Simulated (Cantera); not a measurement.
Cantera run:

```python
import numpy as np
import cantera as ct

gas_names = """
    B BF BF2 BF3 BN BO BOF BOF2 BO2 B2 B2O B2O2 B2O3 B3O3F3 F FO FO2 F2 F2O N NF NF2 NF3 NO NO2 NO3 N2
    N2O O O2 O3
""".split()
cond_names = """
    B(b) B(L) BN(s) B2O3(L)
""".split()


def load(file, names, dense=False):
    # The tables refer to 1 bar. Condensed volumes are neglected.
    table = {s.name: s for s in ct.Species.list_from_file(file)}
    out = []
    for n in names:
        d = dict(table[n].input_data)
        d["thermo"] = dict(d["thermo"], **{"reference-pressure": 1e5})
        if dense:
            d["equation-of-state"] = {"model": "constant-volume", "density": "1e6 g/cm^3"}
        out.append(ct.Species.from_dict(d))
    return out


gas = ct.Solution(thermo="ideal-gas", species=load("nasa_gas.yaml", gas_names))
cond = {s.name: ct.Solution(thermo="fixed-stoichiometry", species=[s], name=s.name)
        for s in load("nasa_condensed.yaml", cond_names, dense=True)}
atoms = {
    'BF3': {'B': 1, 'F': 3},
    'O2': {'O': 2},
    'N2': {'N': 2},
}
top_T = {'BN(s)': 3200}  # K; cautious upper limits of use, not melting points


def equilibrate(T, P, feed):
    n = {}
    for name, mol in feed.items():
        for a, k in atoms[name].items():
            n[a] = n.get(a, 0.0) + k * mol
    gas.TPX = T, P, n
    mass = sum(n.values()) * gas.mean_molecular_weight
    gas.equilibrate("TP")
    valid = [c for c in cond.values() if c.min_temp <= T <= top_T.get(c.name, c.max_temp)]
    mix = ct.Mixture([(gas, mass / gas.mean_molecular_weight)] + [(c, 0.0) for c in valid])
    mix.T, mix.P = T, P
    mix.equilibrate("TP", solver="vcs", rtol=1e-11, max_steps=5000)
    return mix


results = []
feed = {'BF3': 1, 'O2': 0.69, 'N2': 4.4}  # mol
T = 1875  # K
for P in [10, 32, 100, 320, 1000, 3200, 10000, 32000, 100000]:
    mix = equilibrate(T, P, feed)
    results.append((T, P, feed, dict(zip(mix.species_names, mix.species_moles))))
    x = sorted(zip(gas.X, gas.species_names), reverse=True)
    print(f"T = {T:g} K  P = {P:g} Pa  gas = {mix.phase_moles(0):.4g} mol")
    print("   x: " + "  ".join(f"{s} {v:.3e}" for v, s in x if v > 1e-06))
    print("   condensed (mol): " + ("  ".join(f"{mix.phase(i).name} {mix.phase_moles(i):.4g}"
          for i in range(1, mix.n_phases) if mix.phase_moles(i) > 1e-12) or "none"))
```

Output:

```
T = 1875 K  P = 10 Pa  gas = 6.325 mol
   x: N2 6.940e-01  BF3 1.357e-01  O2 9.260e-02  F 4.470e-02  BOF 2.233e-02  O 7.320e-03  NO 3.308e-03  BOF2 2.593e-05  BF2 1.815e-05
   condensed (mol): none
T = 1875 K  P = 32 Pa  gas = 6.225 mol
   x: N2 7.051e-01  BF3 1.476e-01  O2 1.005e-01  F 2.605e-02  BOF 1.301e-02  O 4.262e-03  NO 3.473e-03  BOF2 2.817e-05  BF2 1.058e-05
   condensed (mol): none
T = 1875 K  P = 100 Pa  gas = 6.167 mol
   x: N2 7.117e-01  BF3 1.546e-01  O2 1.051e-01  F 1.508e-02  BOF 7.523e-03  NO 3.568e-03  O 2.466e-03  BOF2 2.948e-05  BF2 6.127e-06
   condensed (mol): none
T = 1875 K  P = 320 Pa  gas = 6.134 mol
   x: N2 7.156e-01  BF3 1.587e-01  O2 1.078e-01  F 8.548e-03  BOF 4.257e-03  NO 3.624e-03  O 1.396e-03  BOF2 3.025e-05  BF2 3.469e-06
   condensed (mol): none
T = 1875 K  P = 1000 Pa  gas = 6.115 mol
   x: N2 7.177e-01  BF3 1.611e-01  O2 1.094e-01  F 4.875e-03  NO 3.656e-03  BOF 2.421e-03  O 7.956e-04  BOF2 3.067e-05  BF2 1.975e-06
   condensed (mol): none
T = 1875 K  P = 3200 Pa  gas = 6.104 mol
   x: N2 7.190e-01  BF3 1.624e-01  O2 1.103e-01  NO 3.674e-03  F 2.741e-03  BOF 1.355e-03  O 4.466e-04  BOF2 3.087e-05  BF2 1.107e-06  NO2 1.034e-06
   condensed (mol): none
T = 1875 K  P = 10000 Pa  gas = 6.098 mol
   x: N2 7.197e-01  BF3 1.632e-01  O2 1.108e-01  NO 3.684e-03  F 1.559e-03  BOF 7.636e-04  O 2.532e-04  BOF2 3.093e-05  NO2 1.836e-06
   condensed (mol): none
T = 1875 K  P = 32000 Pa  gas = 6.094 mol
   x: N2 7.201e-01  BF3 1.636e-01  O2 1.111e-01  NO 3.690e-03  F 8.771e-04  BOF 4.230e-04  O 1.417e-04  BOF2 3.085e-05  NO2 3.294e-06
   condensed (mol): none
T = 1875 K  P = 100000 Pa  gas = 6.092 mol
   x: N2 7.204e-01  BF3 1.639e-01  O2 1.112e-01  NO 3.693e-03  F 5.010e-04  BOF 2.351e-04  O 8.022e-05  BOF2 3.061e-05  NO2 5.833e-06
   condensed (mol): none
```

Equilibrium computed with Cantera from the NASA thermochemical tables; the gas is ideal and each condensed phase is pure. The tables' values for BF2 are old estimates; treat these amounts as uncertain.
